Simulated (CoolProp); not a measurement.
Saturation properties of nitrous oxide (Tc = 309.5 K, pc = 72.45 bar, ω = 0.161).

Model: reference Helmholtz-energy equation of state, Lemmon 2006, in CoolProp. It is a short technical equation, of lower accuracy than the large ones.

```tsv
T (K)	p (bar)	vapour density (kg/m³)	surface tension (mN/m)
241.4	12.44	32.17	11.5
245.8	14.34	37.09	10.6
250.3	16.49	42.77	9.68
254.7	18.82	49.01	8.82
259.1	21.37	56.04	7.97
263.6	24.23	?	7.12
268	27.29	73.12	6.31
272.5	30.70	83.55	5.50
276.9	34.33	?	4.72
281.3	38.26	108.6	3.96
285.8	?	124.7	3.22
290.2	47.23	143.3	2.51
294.6	52.21	166.0	1.84
299.1	57.72	195.8	1.19
```

**Question.** Some entries are withheld; supply them.

**Answer.** 
- 263.6, vapour density (kg/m³): 64.15
- 276.9, vapour density (kg/m³): 95.21
- 285.8, p (bar): 42.62

It boils at 184.7 K under 1 atm.

Surface tension comes from a separate correlation (Mulero 2012).
